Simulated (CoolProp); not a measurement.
R245ca at several states: fugacity coefficient from the reference equation and from simpler models built on Tc = 174.4 °C, pc = 3.941 MPa, ω = 0.355; each cubic takes its own stable root.

Values from CoolProp's reference Helmholtz-energy equation of state, Zhou 2016.

```tsv
T (°C)	p (MPa)	phase	reference	van der Waals	Redlich-Kwong
-59.55	4.57	liquid	0.0001852	(withheld)	(withheld)
73.65	0.0582	gas	0.9874	0.9920	0.9897
-49.85	0.267	liquid	(withheld)	(withheld)	(withheld)
-22.35	10	liquid	(withheld)	(withheld)	(withheld)
```

Q: What belongs in the gaps?

A: 
- -59.55, van der Waals: 0.02402
- -59.55, Redlich-Kwong: 0.001270
- -49.85, reference: 0.005855
- -49.85, van der Waals: 0.3930
- -49.85, Redlich-Kwong: 0.03262
- -22.35, reference: 0.001569
- -22.35, van der Waals: 0.04229
- -22.35, Redlich-Kwong: 0.006010
